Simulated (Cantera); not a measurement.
Charge: 1 mol Fe3O4, 1.2 mol HCl, 0.16 mol O2, held at 2.70 bar.

Cantera equilibrium calculation (NASA polynomials, part measured and part estimated; ideal gas, pure solids and liquids). Candidate condensed phases: Fe, FeCl2, FeCl3, FeO, Fe(OH)2, Fe(OH)3, Fe2O3, Fe3O4, H2O; 22 gas species. Kinetics and transport are ignored.

At 975 K, list the 6 most abundant gas species with their mole fractions, and the condensed phases.

HCl 0.800, H2O 0.188, FeCl3 0.00609, FeCl2 0.00483, Fe2Cl4 0.00112, Fe2Cl6 0.000299. Condensed: FeCl2(l) + Fe2O3(s) + Fe3O4(s).
